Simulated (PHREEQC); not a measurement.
A solution holds 0.025 mol/kgw Fe(NO3)3, at 25 °C. It is in equilibrium with CO2 at log p = -3.4 (atm). Otherwise closed; pH follows from the charge balance.

Model: ion-association model, wateq4f.dat, run in PHREEQC.

| quantity | before | after |
|---|---|---|
| pH | 2.00 | 5.57 |
| ionic strength (mol/kgw) | 0.142 | 0.0750 |
| HCO3- (mol/kgw) | 7.88e-10 | 2.77e-6 |

Q: Name the change that produced these shifts.
A) Fe(NO3)3 replaced by Pb(NO3)2 at the same molality
B) Fe(NO3)3 from 0.025 to 0.25 mol/kgw
C) Fe(NO3)3 from 0.025 to 0.0125 mol/kgw
D) 0.002 mol/kgw H4SiO4 added
E) Fe(NO3)3 replaced by Sr(NO3)2 at the same molality

A: E, Fe(NO3)3 replaced by Sr(NO3)2 at the same molality

Precipitation was switched off in this run. Some of these states are supersaturated (in Hematite (slow to form), Goethite (slow to form), for instance).
